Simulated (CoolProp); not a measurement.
The fluid at 245.93 K and 18.4 MPa (stagnation) flows isentropically through a choked orifice. The same conditions are run with several fluids, on thermodynamics alone (safety and materials aside).

Computed with CoolProp (reference Helmholtz-energy equation of state of each fluid (fluorine: de Reuck 1990; methane: Setzmann 1991; dry air: Lemmon 2000; normal hydrogen: Leachman 2009; nitrogen: Span 2000)). Blends and air are pseudo-pure fits.

```tsv
fluid	throat to inlet pressure ratio	mass flux (kg/(m² s))	throat temperature (K)
fluorine	0.498	61500	202.0
methane	0.407	54800	209.9
dry air	0.477	53800	199.1
normal hydrogen	0.499	12300	199.7
nitrogen	0.475	52100	198.8
```
